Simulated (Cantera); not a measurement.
A Cantera script and its output.

```python
import numpy as np
import cantera as ct

gas = ct.Solution("h2o2.yaml")
gas.TPX = 1000, 97000, {'H2': 1.5, 'O2': 1, 'N2': 1.7}
reactor = ct.IdealGasConstPressureReactor(gas, energy="off", clone=False)
net = ct.ReactorNet([reactor])
net.rtol, net.atol = 1e-08, 1e-18
show = ['H2', 'O2', 'OH', 'H2O', 'H']
times = np.geomspace(1e-06, 9, 13)

steps = ct.SolutionArray(gas, extra=["t"])
rows = []
print(f"{'t/s':>10s}{'T/K':>9s}{'P/Pa':>11s}" + "".join(f"{s:>11s}" for s in show))
for t in times:
    while net.time < t:
        t_next = net.step()
        steps.append(gas.state, t=t_next)
    rows.append([np.interp(t, steps.t, y) for y in (steps.T, steps.P, *steps(*show).X.T)])
    print(f"{t:10.3e}{rows[-1][0]:9.1f}{rows[-1][1]:11.4g}" + "".join(f"{x:11.3e}" for x in rows[-1][2:]))
rate = np.gradient(steps.T, steps.t)
print("integrator steps:", len(steps.t))
if steps.T.max() > steps.T[0] + 200:
    print(f"time of steepest temperature rise: {steps.t[rate.argmax()]:.4e} s")
gas.TPX = 1000, 97000, {'H2': 1.5, 'O2': 1, 'N2': 1.7}
gas.equilibrate("TP")
print(f"equilibrium (TP): T = {gas.T:.1f} K  " + "  ".join(f"{s} {gas[s].X[0]:.3e}" for s in show))
```

It prints:

```
       t/s      T/K       P/Pa         H2         O2         OH        H2O          H
 1.000e-06   1000.0    9.7e+04  3.571e-01  2.381e-01  1.469e-12  3.249e-12  5.529e-11
 3.798e-06   1000.0    9.7e+04  3.571e-01  2.381e-01  8.354e-12  7.529e-11  2.093e-10
 1.442e-05   1000.0    9.7e+04  3.571e-01  2.381e-01  5.175e-11  1.661e-09  1.125e-09
 5.477e-05   1000.0    9.7e+04  3.571e-01  2.381e-01  1.255e-09  9.128e-08  2.651e-08
 2.080e-04   1000.0    9.7e+04  3.310e-01  2.263e-01  4.801e-04  2.734e-02  4.834e-03
 7.900e-04   1000.0    9.7e+04  1.800e-01  1.558e-01  1.144e-07  2.154e-01  6.979e-07
 3.000e-03   1000.0    9.7e+04  1.792e-01  1.553e-01  1.688e-07  2.164e-01  9.979e-07
 1.139e-02   1000.0    9.7e+04  1.724e-01  1.520e-01  4.336e-07  2.242e-01  2.192e-06
 4.327e-02   1000.0    9.7e+04  1.330e-01  1.337e-01  5.675e-07  2.722e-01  2.170e-06
 1.643e-01   1000.0    9.7e+04  5.034e-02  9.559e-02  5.302e-07  3.732e-01  9.131e-07
 6.240e-01   1000.0    9.7e+04  2.415e-03  7.357e-02  2.894e-07  4.318e-01  3.121e-08
 2.370e+00   1000.0    9.7e+04  1.438e-04  7.253e-02  5.372e-08  4.346e-01  3.907e-10
 9.000e+00   1000.0    9.7e+04  7.783e-06  7.247e-02  2.288e-08  4.348e-01  1.263e-11
integrator steps: 2389
equilibrium (TP): T = 1000.0 K  H2 1.443e-10  O2 7.246e-02  OH 1.857e-07  H2O 4.348e-01  H 2.786e-14
```

Detailed kinetics in Cantera: the H2/O2 subset of GRI-Mech 3.0, which has no nitrogen chemistry. The temperature is held fixed by assumption; the heat of reaction is taken as removed at once.
